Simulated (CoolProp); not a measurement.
Vapour-liquid equilibrium of acetone (1) + p-xylene (2) at 403.3 K; x and y are mole fractions of (1).

The numbers come from the multi-fluid Helmholtz-energy mixture model, Lemmon 2006 and Zhou 2012; pair parameters Bell 2016 in CoolProp.

**Question.** Give the bubble pressure and the first vapour's composition at x = 0.05, 0.55, 0.75. Is there an azeotrope?

**Answer.** x = 0.05: 0.1346 MPa, y = 0.411; x = 0.55: 0.4835 MPa, y = 0.891; x = 0.75: 0.5972 MPa, y = 0.941. No azeotrope shows between x = 0.05 and 0.95.

Pair parameters are fitted to limited data, so mixtures are less certain than the pure fluids.
